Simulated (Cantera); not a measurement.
Mixture: CH4 : C2H6 : C3H8 : O2 : N2 = 1 : 0.044 : 0.04 : 1.57 : 5.9 (molar parts), equivalence ratio 1.5, at 0.450 bar, adiabatic and at constant pressure. Ignition delay is the time to a rise of 400 K.

Cantera simulation using GRI-Mech 3.0 (53 species, 325 reactions); the numbers are that mechanism's predictions, not measurements.

Problem. At T0 = 1450 K, what is the delay, and which 6 reactions control it most (d ln τ / d ln k, from doubling and halving each rate constant)?

Solution. The delay is 0.743 ms.
```
reaction                       d ln τ / d ln k   faster rate
-----------------------------  ---------------  ------------
H + O2 <=> O + OH                        -0.52   shortens it
CH4 + H <=> CH3 + H2                      0.32  lengthens it
C2H5 + CH3 (+M) <=> C3H8 (+M)            -0.31   shortens it
2 CH3 (+M) <=> C2H6 (+M)                  0.28  lengthens it
CH3 + HO2 <=> CH3O + OH                  -0.27   shortens it
CH4 + OH <=> CH3 + H2O                    0.20  lengthens it
```
